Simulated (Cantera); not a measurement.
Input: 1 mol SiH₂Cl₂, 0.77 mol HCl, 6.2 mol N₂, at 1.33 mbar.

These are equilibrium values from Cantera (NASA tables, ideal gas, pure condensed phases), not measurements of a reactor. Candidate condensed phases: NH₄Cl, Si, Si₃N₄; 28 gas species. N₂ is the only nitrogen source here; it is nearly inert below about 1500 K, so the nitride shown seldom forms there in practice. The tables' values for SiCl₃, SiCl are old estimates; treat these amounts as uncertain. The numbers say what is thermodynamically allowed, not how fast it happens.

log p: log10 of the partial pressure in bar; n: condensed amount in mol.

```csv
T (K),log p N₂,log p HCl,log p H₂,log p SiCl₂,log p SiCl₄,n Si₃N₄(s)
1250,-3.04,-3.52,-4.16,-5.05,-4.58,0.248
1300,-3.04,-3.53,-4.14,-4.67,-4.72,0.230
1350,-3.04,-3.56,-4.10,-4.37,-4.96,(withheld)
1400,-3.04,-3.61,-4.04,-4.17,-5.32,(withheld)
1450,-3.04,-3.67,-3.98,-4.03,-5.76,(withheld)
1500,-3.04,-3.75,-3.92,-3.94,-6.24,(withheld)
1550,-3.04,-3.84,-3.87,-3.88,-6.74,(withheld)
1600,-3.04,-3.94,-3.83,-3.84,-7.23,(withheld)
```

Q: Fill in the missing entries.

A: 
- 1350, n Si₃N₄(s): 0.199
- 1400, n Si₃N₄(s): 0.158
- 1450, n Si₃N₄(s): 0.114
- 1500, n Si₃N₄(s): 0.0719
- 1550, n Si₃N₄(s): 0.0347
- 1600, n Si₃N₄(s): 0.00294
